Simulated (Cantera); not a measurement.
What does this Cantera script print?

```python
import numpy as np
import cantera as ct

gas_names = """
    C CH CH2 CH3 CH2OH CH3O CH4 CH3OH CN CO CO2 COOH C2 C2H CHCO,ketyl C2H2,acetylene C2H2,vinylidene
    CH2CO,ketene C2H3,vinyl CH3CN CH3CO,acetyl C2H4 C2H4O,ethylen CH3CHO,ethanal CH3COOH (HCOOH)2 C2H5
    C2H6 CH3OCH3 C2H5OH CCN CNC C2N2 C2O C3 C3H3,propargyl C3H4,allene C3H4,propyne C3H4,cyclo-
    C3H5,allyl C3H6,propylene C3H6,cyclo- C3H6O C3H7,n-propyl C3H7,i-propyl C3H8 C3H8O,1propanol
    C3H8O,2propanol C3O2 C4 C4H2 C4H4,1,3-cyclo- C4H6,butadiene C4H6,2-butyne C4H6,cyclo- C4H8,1-butene
    C4H8,cis2-buten C4H8,tr2-butene C4H8,isobutene C4H8,cyclo- (CH3COOH)2 C4H9,n-butyl C4H9,i-butyl
    C4H9,s-butyl C4H9,t-butyl C4H10,isobutane C4H10,n-butane C4N2 C5 C5H6,1,3cyclo- C5H8,cyclo-
    C5H10,1-pentene C5H10,cyclo- C5H11,pentyl C5H11,t-pentyl C5H12,n-pentane C5H12,i-pentane
    CH3C(CH3)2CH3 C6H2 C6H5,phenyl C6H5O,phenoxy C6H6 C6H5OH,phenol C6H10,cyclo- C6H12,1-hexene
    C6H12,cyclo- C6H13,n-hexyl C7H7,benzyl C7H8 C7H8O,cresol C7H14,1-heptene C7H15,n-heptyl
    C7H16,n-heptane C8H8,styrene C8H10,ethylbenz C8H16,1-octene C8H17,n-octyl C8H18,isooctane
    C8H18,n-octane C9H19,n-nonyl C10H8,naphthale C10H21,n-decyl C12H9,o-bipheny C12H10,bipheny H HCN HCO
    HCCN HNC HNCO HNO HNO2 HNO3 HO2 H2 HCHO,formaldehy HCOOH H2O H2O2 N NCO NH NH2 NH3 NH2OH NO NO2 NO3
    N2 N2H2 N2H4 N2O O OH O2 O3 Pb PbO Pb2
""".split()
cond_names = """
    C(gr) C6H6(L) C7H8(L) C8H18(L),n-octa H2O(s) H2O(L) Pb(cr) Pb(L) PbO(rd) PbO(yw) PbO(L) PbO2(s)
    Pb3O4(s)
""".split()


def load(file, names, dense=False):
    # The tables refer to 1 bar. Condensed volumes are neglected.
    table = {s.name: s for s in ct.Species.list_from_file(file)}
    out = []
    for n in names:
        d = dict(table[n].input_data)
        d["thermo"] = dict(d["thermo"], **{"reference-pressure": 1e5})
        if dense:
            d["equation-of-state"] = {"model": "constant-volume", "density": "1e6 g/cm^3"}
        out.append(ct.Species.from_dict(d))
    return out


gas = ct.Solution(thermo="ideal-gas", species=load("nasa_gas.yaml", gas_names))
cond = {s.name: ct.Solution(thermo="fixed-stoichiometry", species=[s], name=s.name)
        for s in load("nasa_condensed.yaml", cond_names, dense=True)}
atoms = {
    'PbO': {'Pb': 1, 'O': 1},
    'CH4': {'C': 1, 'H': 4},
    'N2': {'N': 2},
    'C': {'C': 1},
}
top_T = {'C(gr)': 4500, 'Pb3O4(s)': 820}  # K; cautious upper limits of use, not melting points


def equilibrate(T, P, feed):
    n = {}
    for name, mol in feed.items():
        for a, k in atoms[name].items():
            n[a] = n.get(a, 0.0) + k * mol
    gas.TPX = T, P, n
    mass = sum(n.values()) * gas.mean_molecular_weight
    gas.equilibrate("TP")
    valid = [c for c in cond.values() if c.min_temp <= T <= top_T.get(c.name, c.max_temp)]
    mix = ct.Mixture([(gas, mass / gas.mean_molecular_weight)] + [(c, 0.0) for c in valid])
    mix.T, mix.P = T, P
    mix.equilibrate("TP", solver="vcs", rtol=1e-11, max_steps=5000)
    return mix


results = []
feed = {'PbO': 1, 'CH4': 1.8, 'N2': 6.9, 'C': 2.7}  # mol
T = 1898  # K
for P in [10, 68, 460, 3200, 22000, 150000, 1000000]:
    mix = equilibrate(T, P, feed)
    results.append((T, P, feed, dict(zip(mix.species_names, mix.species_moles))))

top = {s: max(r[3][s] / sum(r[3][g] for g in gas_names) for r in results) for s in gas_names}
cols = sorted((s for s in top if top[s] > 0.0001), key=lambda s: -top[s])[:8]
seen = [c for c in cond_names if any(r[3].get(c, 0) > 1e-12 for r in results)]
print("log10 of partial pressures in bar; condensed amounts in mol")
print(f"{'P/Pa':>10s}" + "".join(f"{s[:9]:>10s}" for s in cols + seen))
for T, P, feed, n in results:
    ng = sum(n[g] for g in gas_names)
    print(f"{P:10.4g}" + "".join(f"{np.log10(max(n[s] / ng * P / 1e5, 1e-99)):10.3f}" for s in cols)
          + "".join(f"{n.get(c, 0):10.4g}" for c in seen))
```

It prints:

```
log10 of partial pressures in bar; condensed amounts in mol
      P/Pa        N2        H2        CO        Pb         H       HCN       CH4       HNC     C(gr)     Pb(L)
        10    -4.268    -4.584    -5.106    -5.106    -5.399    -6.442   -12.417    -7.772     3.449         0
        68    -3.431    -3.727    -4.268    -4.268    -4.970    -5.594   -10.701    -6.924     3.448         0
       460    -2.598    -2.887    -3.435    -3.435    -4.551    -4.758    -9.022    -6.088     3.447         0
      3200    -1.755    -2.041    -2.592    -2.592    -4.127    -3.913    -7.330    -5.243     3.447         0
   2.2e+04    -0.917    -1.202    -1.755    -1.755    -3.708    -3.075    -5.652    -4.405     3.447         0
   1.5e+05    -0.084    -0.368    -0.921    -0.921    -3.291    -2.241    -3.984    -3.571     3.446         0
     1e+06     0.754     0.469    -0.083    -0.300    -2.873    -1.404    -2.311    -2.734     3.442    0.3895
```

These are equilibrium values from Cantera (NASA tables, ideal gas, pure condensed phases), not measurements of a reactor.
